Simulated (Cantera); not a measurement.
A closed system holds: 1 mol Al, 1.4 mol N2, equilibrated at 1798 K and 0.0200 bar.

These are equilibrium values from Cantera (NASA tables, ideal gas, pure condensed phases), not measurements of a reactor. Candidate condensed phases: Al, AlN; 5 gas species. Equilibrium is a limit: real reactors are often held back by kinetics, nucleation or transport.

Base state: N2 1.000, Al 0.000101 (mole fractions); condensed: AlN(s).

Problem. What changes in the equilibrium state with this change: 0.016 mol CO2 added?

Solution. 
```json
[
 {"species": "N2", "before": "1.000", "after": "0.983"},
 {"species": "CO", "before": "0", "after": "0.0174"},
 {"species": "Al", "before": "0.000101", "after": "0.000102"},
 {"species": "Al2O", "before": "0", "after": "2.36e-5"},
 {"species": "AlN(s), mol", "before": "1.000", "after": "0.989"},
 {"species": "Al2O3(s), mol", "before": "0", "after": "0.00533"}
]
```
Mutual solubility and eutectic melting of coexisting phases are not modelled. Further candidate phases: Al2O3, C.

Problem. What changes in the equilibrium state with this change: 0.0012 mol H2O added?

Solution. 
```
species          before     after
-------------  --------  --------
N2                1.000     0.999
H2                    0   0.00129
Al             0.000101  0.000101
H                     0   8.93e-5
Al2O                  0   2.34e-5
AlN(s), mol       1.000     0.999
Al2O3(s), mol         0  0.000393
```
Mutual solubility and eutectic melting of coexisting phases are not modelled. Further candidate phases: Al2O3, H2O.
